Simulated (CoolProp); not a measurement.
Computed with CoolProp (reference Helmholtz-energy equation of state, Lemmon 2003). It is a pseudo-pure fit of the blend.

Task: For R507A, give the phase and the viscosity (µPa s), conductivity (mW/(m K)) at 130.75 °C and 0.096 MPa.

Result: 
- 130.75 °C and 0.096 MPa: gas; viscosity 16.4, conductivity 21.2

Viscosity comes from a separate model (Geller 2000). Thermal conductivity comes from a separate model (Geller 2001).
